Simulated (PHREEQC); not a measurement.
1 kg of water holding 0.013 mol/kgw NaCl and 0.015 mol/kgw NaHCO3 meets 20 L of dry gas (CH4 1 by moles) at fixed total pressure, at 200 atm; fugacities by Peng-Robinson. The gases take part in no redox reaction, some water evaporates into the gas, and hydrates or a liquid gas phase aren't modelled. No solid was allowed to form.

The numbers come from PHREEQC with the ion-association model, phreeqc.dat.

| T (°C) | dissolved CH4 (mol/kgw) | φ of CH4 |
|---|---|---|
| 30 | 0.160 | 0.728 |
| 40 | 0.143 | 0.755 |
| 50 | 0.133 | 0.780 |
| 60 | 0.129 | 0.802 |
| 70 | 0.127 | 0.823 |
| 80 | 0.129 | 0.841 |
| 90 | 0.133 | 0.858 |

Away from 25 °C the constants follow the database's enthalpies or fits; those with neither stay at their 25 °C values.
